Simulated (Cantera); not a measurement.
Cantera run:

```python
import numpy as np
import cantera as ct

gas_names = """
    H HNO HNO2 HNO3 HO2 H2 H2O H2O2 N NH NH2 NH3 NH2OH NO NO2 NO3 N2 N2H2 N2H4 N2O O OH O2 O3 Si SiH
    SiH2 SiH3 SiH4 SiN SiO SiO2 Si2 Si2N Si3
""".split()
cond_names = """
    H2O(s) H2O(L) Si(cr) Si(L) SiO2(Lqz) SiO2(hqz) SiO2(L) Si2N2O(s) Si3N4(a)
""".split()


# ... load() reads the species with a 1 bar reference pressure and builds the phases ...
atoms = {
    'Si2H6': {'Si': 2, 'H': 6},
    'N2O': {'N': 2, 'O': 1},
    'O3': {'O': 3},
}
top_T = {'Si2N2O(s)': 2100, 'Si3N4(a)': 2400}  # K; cautious upper limits of use, not melting points


# ... equilibrate(T, P, feed) seeds the gas with the atoms and calls Mixture.equilibrate('TP', solver="vcs", rtol=1e-11, max_steps=5000) ...
results = []
feed = {'Si2H6': 1, 'N2O': 4.7, 'O3': 0.23}  # mol
T = 1150  # K
P = 10000  # Pa
mix = equilibrate(T, P, feed)
results.append((T, P, feed, dict(zip(mix.species_names, mix.species_moles))))
print(gas.report(threshold=1e-05))
for i in range(1, mix.n_phases):
    print(f"{mix.phase(i).name:16s} {mix.phase_moles(i):12.5e} mol")
```

Result:

```
       temperature   1150 K
          pressure   10000 Pa
           density   0.021725 kg/m^3
  mean mol. weight   20.773 kg/kmol
   phase of matter   gas

                          1 kg             1 kmol
                     ---------------   ---------------
          enthalpy       -7.8965e+05       -1.6403e+07  J
   internal energy       -1.2499e+06       -2.5965e+07  J
           entropy             11927        2.4777e+05  J/K
    Gibbs function       -1.4506e+07       -3.0133e+08  J
 heat capacity c_p            1668.9             34668  J/K
 heat capacity c_v            1268.7             26354  J/K

                      mass frac. Y      mole frac. X     chem. pot. / RT
                     ---------------   ---------------   ---------------
                H2          0.020292           0.20909           -21.732
               H2O           0.15655           0.18052           -54.625
                N2           0.82315           0.61039           -28.032
     [  +32 minor]        1.4989e-06        1.9298e-06

Si(cr)            0.00000e+00 mol
SiO2(hqz)         2.00000e+00 mol
Si2N2O(s)         0.00000e+00 mol
Si3N4(a)          0.00000e+00 mol
```

These are equilibrium values from Cantera (NASA tables, ideal gas, pure condensed phases), not measurements of a reactor. The feed counts by its element totals alone. The tables hold silica as quartz up to 1696 K and as liquid above; real silica turns to tridymite and cristobalite and melts near 1996 K.
